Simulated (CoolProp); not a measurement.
Vapour-liquid equilibrium of R134a (1) + R1234yf (2) at 11.5 bar; x and y are mole fractions of (1).

The numbers come from the multi-fluid Helmholtz-energy mixture model, Tillner-Roth 1994 and Lemmon 2022; pair parameters Bell 2022 in CoolProp.

### Question
Give the bubble temperature and the first vapour's composition at x = 0.05, 0.15, 0.75. Is there an azeotrope?

### Answer
x = 0.05: 44.5 °C, y = 0.056; x = 0.15: 43.9 °C, y = 0.163; x = 0.75: 43.3 °C, y = 0.737. y crosses x between x = 0.45 and 0.55: the model has an azeotrope there.

The pair parameters rest on a limited set of measurements; away from them the model extrapolates.
